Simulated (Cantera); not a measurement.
Input: 1 mol SiC, 0.1 mol N₂, at 1.00 Torr.

Cantera equilibrium calculation (NASA polynomials, part measured and part estimated; ideal gas, pure solids and liquids). Candidate condensed phases: C, Si, SiC, Si₃N₄; 20 gas species. The tables' values for SiN are old estimates; treat these amounts as uncertain. Equilibrium is a limit: real reactors are often held back by kinetics, nucleation or transport.

x: gas mole fraction; n: condensed amount in mol.

```
T (K)   x N₂      x Si    x SiC₂    x Si₂C     x Si₂     x SiN      x CN  n SiC(s)  n C(graphite)
-----  -----  --------  --------  --------  --------  --------  --------  --------  -------------
1500    1.00   5.75e-8  1.01e-10  8.76e-11    <1e-12   2.70e-9   2.49e-9      1.00              0
1575    1.00   4.15e-7   1.33e-9   1.11e-9  8.50e-12   1.44e-8   1.32e-8      1.00              0
1650   1.000   2.49e-6   1.39e-8   1.10e-8  1.04e-10   6.55e-8   6.01e-8      1.00              0
1725   1.000   1.28e-5   1.18e-7   8.97e-8   1.03e-9   2.61e-7   2.39e-7     1.000              0
1800   1.000   5.74e-5   8.36e-7   6.09e-7   8.35e-9   9.28e-7   8.47e-7     1.000              0
1875   1.000  0.000227   5.04e-6   3.54e-6   5.72e-8   2.97e-6   2.71e-6     1.000              0
1950   0.999  0.000810   2.64e-5   1.79e-5   3.37e-7   8.70e-6   7.91e-6     1.000              0
2025   0.997         …         …         …         …   2.35e-5         …     1.000              …
2100   0.991   0.00780  0.000503  0.000319   7.92e-6   5.88e-5   5.33e-5     0.999       0.000771
2175   0.975    0.0215   0.00188   0.00116   3.25e-5  0.000138  0.000124     0.997        0.00214
2250   0.934    0.0553   0.00640   0.00384  0.000121  0.000299  0.000271     0.993        0.00568
2325       …         …         …         …         …  0.000597         …     0.979              …
2400   0.598     0.306    0.0588    0.0334   0.00131   0.00102  0.000918     0.927         0.0474
```

Problem. Some entries are withheld; supply them.

Solution. 
- 2025, x Si: 0.00262
- 2025, x SiC₂: 0.000122
- 2025, x Si₂C: 7.98e-5
- 2025, x Si₂: 1.73e-6
- 2025, x CN: 2.13e-5
- 2025, n C(graphite): 0.000259
- 2325, x N₂: 0.833
- 2325, x Si: 0.134
- 2325, x SiC₂: 0.0201
- 2325, x Si₂C: 0.0117
- 2325, x Si₂: 0.000415
- 2325, x CN: 0.000539
- 2325, n C(graphite): 0.0152
